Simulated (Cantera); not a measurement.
Cantera run:

```python
import numpy as np
import cantera as ct

gas_names = """
    CL CL2 H HCL H2 Si SiCL SiCL2 SiCL3 SiCL4 SiH SiHCL3 SiH2 SiH2CL2 SiH3 SiH3CL SiH4 Si2 Si3
""".split()
cond_names = """
    Si(cr) Si(L)
""".split()


# ... load() reads the species with a 1 bar reference pressure and builds the phases ...
atoms = {
    'SiHCl3': {'Si': 1, 'H': 1, 'CL': 3},
    'H2': {'H': 2},
}
top_T = {}  # K; cautious upper limits of use, not melting points


# ... equilibrate(T, P, feed) seeds the gas with the atoms and calls Mixture.equilibrate('TP', solver="gibbs", rtol=1e-10, max_steps=50000) ...
results = []
T = 1100  # K
P = 30000  # Pa
for m in [3.1, 4.9, 7.7, 12, 19, 30, 47]:
    feed = {'SiHCl3': 1, 'H2': m}  # mol
    mix = equilibrate(T, P, feed)
    results.append((T, P, feed, dict(zip(mix.species_names, mix.species_moles))))
    x = sorted(zip(gas.X, gas.species_names), reverse=True)
    print(f"T = {T:g} K  P = {P:g} Pa  n(H2) = {m:g} mol  gas = {mix.phase_moles(0):.4g} mol")
    print("   x: " + "  ".join(f"{s} {v:.3e}" for v, s in x if v > 0.001))
    print("   condensed (mol): " + ("  ".join(f"{mix.phase(i).name} {mix.phase_moles(i):.4g}"
          for i in range(1, mix.n_phases) if mix.phase_moles(i) > 1e-12) or "none"))
```

Result:

```
T = 1100 K  P = 30000 Pa  n(H2) = 3.1 mol  gas = 4.346 mol
   x: H2 7.880e-01  SiCL4 1.252e-01  SiHCL3 4.394e-02  HCL 3.312e-02  SiCL3 5.050e-03  SiCL2 2.835e-03  SiH2CL2 1.848e-03
   condensed (mol): Si(cr) 0.2225
T = 1100 K  P = 30000 Pa  n(H2) = 4.9 mol  gas = 6.154 mol
   x: H2 8.435e-01  SiCL4 8.405e-02  SiHCL3 3.371e-02  HCL 3.102e-02  SiCL3 3.745e-03  SiCL2 2.323e-03  SiH2CL2 1.621e-03
   condensed (mol): Si(cr) 0.2279
T = 1100 K  P = 30000 Pa  n(H2) = 7.7 mol  gas = 8.966 mol
   x: H2 8.865e-01  SiCL4 5.422e-02  HCL 2.850e-02  SiHCL3 2.488e-02  SiCL3 2.696e-03  SiCL2 1.866e-03  SiH2CL2 1.368e-03
   condensed (mol): Si(cr) 0.2374
T = 1100 K  P = 30000 Pa  n(H2) = 12 mol  gas = 13.28 mol
   x: H2 9.180e-01  SiCL4 3.393e-02  HCL 2.579e-02  SiHCL3 1.781e-02  SiCL3 1.897e-03  SiCL2 1.476e-03  SiH2CL2 1.120e-03
   condensed (mol): Si(cr) 0.2528
T = 1100 K  P = 30000 Pa  n(H2) = 19 mol  gas = 20.31 mol
   x: H2 9.415e-01  HCL 2.291e-02  SiCL4 2.009e-02  SiHCL3 1.217e-02  SiCL3 1.280e-03  SiCL2 1.136e-03
   condensed (mol): Si(cr) 0.2773
T = 1100 K  P = 30000 Pa  n(H2) = 30 mol  gas = 31.35 mol
   x: H2 9.580e-01  HCL 2.009e-02  SiCL4 1.145e-02  SiHCL3 8.058e-03
   condensed (mol): Si(cr) 0.3132
T = 1100 K  P = 30000 Pa  n(H2) = 47 mol  gas = 48.41 mol
   x: H2 9.695e-01  HCL 1.739e-02  SiCL4 6.290e-03  SiHCL3 5.171e-03
   condensed (mol): Si(cr) 0.3632
```

Cantera equilibrium calculation (NASA polynomials, part measured and part estimated; ideal gas, pure solids and liquids). The tables' values for SiCl3 are old estimates; treat these amounts as uncertain.
